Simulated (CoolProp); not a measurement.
Octamethyltrisiloxane (MDM) along the isobar 795 kPa: density (kg/m³) from the reference equation and from simpler models built on Tc = 565.4 K, pc = 1438 kPa, ω = 0.528; each cubic takes its own stable root.

Model: reference Helmholtz-energy equation of state, Thol 2017, in CoolProp.

```
T (K)   phase  reference
-----  ------  ---------
513.6  liquid      541.3
522.3  liquid      520.5
531.1     gas      63.17
539.9     gas      59.19
548.7     gas      56.07
557.4     gas      53.53
566.2     gas      51.35
575       gas      49.46
```

### Question
How far does each simpler model (Redlich-Kwong, Soave-Redlich-Kwong, Peng-Robinson) lie from the reference over these 8 states: mean and median of the absolute difference, and the worst?

### Answer
- Redlich-Kwong: mean 23.7 %, median 3.1 %, worst -88.0 % at 522.3 K and 795 kPa
- Soave-Redlich-Kwong: mean 4.2 %, median 1.2 %, worst -14.5 % at 522.3 K and 795 kPa
- Peng-Robinson: mean 1.9 %, median 1.9 %, worst -3.3 % at 522.3 K and 795 kPa

At some of these states Redlich-Kwong gives the other phase, because its saturation line lies elsewhere.
